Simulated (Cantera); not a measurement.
Input: 1 mol Si, 0.82 mol Cl₂, 3.5 mol H₂, held at 1748 K and 135 Torr.

Cantera's Mixture.equilibrate('TP', solver="vcs", rtol=1e-11, max_steps=5000) on the NASA tables stopped like this:

```
ERROR: FAILURE its = 5001!

*******************************************************************************
CanteraError thrown by MultiPhase::equilibrate:
VCS solver failed. Return code: -1
*******************************************************************************
```

**Question.** What got this run through?

**Answer.** Several could match; the one computed here: The failure is numerical, not chemical. The same input converged with solver="gibbs", rtol=1e-10, max_steps=50000, and the result passed a check of the equilibrium conditions:
```
T = 1748 K  P = 18000 Pa  gas = 4.306 mol
   x: H2 7.361e-01  HCL 1.523e-01  SiCL2 1.050e-01  SiCL3 5.051e-03  H 4.620e-04  SiHCL3 4.611e-04  SiCL4 4.336e-04
   condensed (mol): Si(L) 0.5215
```

The gas is ideal and each condensed phase is pure. The tables' values for SiCl3, SiCl are old estimates; treat these amounts as uncertain. Gases not in the tables: Si2H6 and higher silanes.
